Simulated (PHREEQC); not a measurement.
Make-up at 25 °C: 0.0014 mol/kgw HF, 3.5e-05 mol/kgw (NH4)2SiF6 and 0.0017 mol/kgw HBF4. Closed to the air; pH follows from the charge balance.

Model: ion-association model, wateq4f.dat, run in PHREEQC.

Precipitation was switched off in this run.

Q: What pH, ionic strength does the model give?

A: pH 2.69; ionic strength 0.00223 mol/kgw.

Q: In which forms is F present?

A: BF4- 44 %, HF 35 %, F- 12 %, BF3OH- 4.1 %, SiF6-2 2.4 %, BF2(OH)2- 1.3 % of the F.

SiF6-2 is the database's only silicon fluoride. Real BF4- forms and hydrolyses slowly; the run takes it at equilibrium.
